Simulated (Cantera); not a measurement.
Input: 1 mol ZrO₂, 360 mol H₂, held at 1798.15 K and 3.60 bar.

These are equilibrium values from Cantera (NASA tables, ideal gas, pure condensed phases), not measurements of a reactor. Candidate condensed phases: H₂O, Zr, ZrO₂; 12 gas species. Equilibrium is a limit: real reactors are often held back by kinetics, nucleation or transport.

Base state: H₂ 1.000, H 0.000186 (mole fractions); condensed: ZrO₂(tetragonal).

Problem. What changes in the equilibrium state with this change: temperature from 1798.15 K to 2123 K?

Solution. 
| species | before | after |
|---|---|---|
| H₂ | 1.000 | 0.998 |
| H | 0.000186 | 0.00189 |
| ZrO₂(tetragonal), mol | 1.000 | 0.999 |
| Zr(β), mol | 0 | 0.000501 |
Mutual solubility and eutectic melting of coexisting phases are not modelled. Condensed phases not in the tables: N, O or C dissolved in the metal.
